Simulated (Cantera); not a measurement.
Input: 1 mol SiH₄, 0.018 mol C₂H₂, 5 mol H₂, at 14.3 Torr.

Cantera equilibrium calculation (NASA polynomials, part measured and part estimated; ideal gas, pure solids and liquids). Candidate condensed phases: C, C₆H₆, C₇H₈, C₈H₁₈, Si, SiC; 87 gas species. Mutual solubility and eutectic melting of coexisting phases are not modelled. Gases not in the tables: Si₂H₆ and higher silanes. Equilibrium is a limit: real reactors are often held back by kinetics, nucleation or transport.

Over these rows the condensed part is Si(l) + SiC(s). Partial pressures as log10 of bar:

```csv
T (K),1000/T (1/K),log p Si₂C,log p H₂,log p H
1898,0.5269,-6.67,-1.72,-3.97
1948,0.5133,-6.29,-1.73,-3.81
1998,0.5005,-5.94,-1.73,-3.66
2048,0.4883,?,-1.73,-3.52
2098,0.4766,-5.28,-1.73,-3.38
2148,0.4655,-4.97,-1.74,-3.25
```

**Question.** Fit log p(Si₂C) = a + b·(1000/T) to the five rows, give the apparent enthalpy, and predict the row at 2048 K.

**Answer.** Means: 1000/T = 0.4966, log p = -5.830. Sxy = -0.071309, Sxx = 0.0025794, so b = -27.65 and a = -5.830 − (-27.65)×0.4966 = 7.90.
Apparent enthalpy: −19.145 × (-27.65) = 529 kJ/mol. The condensed phases alone fix this pressure, through Si(l) + SiC(s) = Si₂C(g), so the slope is that reaction's ΔH° and the other gases don't enter. The five rows lie within 0.01 of the line.
Prediction at 2048 K: 7.90 + (-27.65)×0.4883 = -5.60. The computed value is -5.60, 0.00 from the line.
